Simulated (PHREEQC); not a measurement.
Synthetic water in mg/kgw, 90 °C, pH 7.4, pe 10.2:

```tsv
constituent	mg/kgw
Na	5820
K	480
Ca	555
Mg	174
Cl	7260
S(6) as SO4	4500
Alkalinity as HCO3	5.43
O(0) (dissolved oxygen)	0.575
Cd	48.9
N(5) as NO3	3.21
```

Valence states are taken as typed.

Model: ion-association model, wateq4f.dat, run in PHREEQC.

No solid was allowed to form.

Question: Estimate the ionic strength, activity of water.

Answer: ionic strength 0.317 mol/kgw; activity of water 0.991.

Question: In which forms is Mg present?

Answer: MgSO4 57 %, Mg+2 43 % of the Mg.

Complexes and solids missing from the database can't appear. Constants without temperature data keep their 25 °C values here.
